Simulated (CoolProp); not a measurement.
Aqueous methanol as a coolant, at -7 °C, 1 atm.

Values from CoolProp's Melinder's fits for secondary coolants.

| mass % | freezing point (°C) | Prandtl number | cp (kJ/(kg K)) | conductivity (W/(m K)) | viscosity (mPa s) |
|---|---|---|---|---|---|
| 16.2 | -11.6 | 35.4 | 4.130 | 0.471 | 4.03 |
| 21.2 | -16.2 | 39.9 | 4.014 | 0.449 | 4.47 |
| 26.2 | -21.4 | 43.5 | 3.898 | 0.428 | 4.77 |
| 31.3 | -27.2 | 45.9 | 3.785 | 0.407 | 4.93 |
| 36.3 | -33.6 | 46.9 | 3.678 | 0.387 | 4.93 |
| 41.3 | -40.6 | 46.5 | 3.571 | 0.368 | 4.79 |
| 46.4 | -48.5 | 44.9 | 3.459 | 0.350 | 4.54 |
| 51.4 | -56.9 | 42.4 | 3.341 | 0.333 | 4.23 |
